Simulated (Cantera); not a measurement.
Input: 1 mol SiCl₄, 0.034 mol HCl, 6.2 mol H₂, equilibrated at 825 K and 0.440 bar.

Cantera equilibrium calculation (NASA polynomials, part measured and part estimated; ideal gas, pure solids and liquids). Candidate condensed phases: Si; 19 gas species. The tables' values for SiCl₃ are old estimates; treat these amounts as uncertain. Equilibrium is a limit: real reactors are often held back by kinetics, nucleation or transport.

Base state: H₂ 0.847, SiCl₄ 0.129, HCl 0.0143, SiHCl₃ 0.00945, SiH₂Cl₂ 5.85e-5, SiCl₃ 1.75e-5 (mole fractions); condensed: gas only.

Q: What changes in the equilibrium state with this change: HCl from 0.034 to 0.098 mol?

A: 
| species | before | after |
|---|---|---|
| H₂ | 0.847 | 0.843 |
| SiCl₄ | 0.129 | 0.130 |
| HCl | 0.0143 | 0.0202 |
| SiHCl₃ | 0.00945 | 0.00672 |
| SiH₂Cl₂ | 5.85e-5 | 2.92e-5 |
| SiCl₃ | 1.75e-5 | 1.25e-5 |
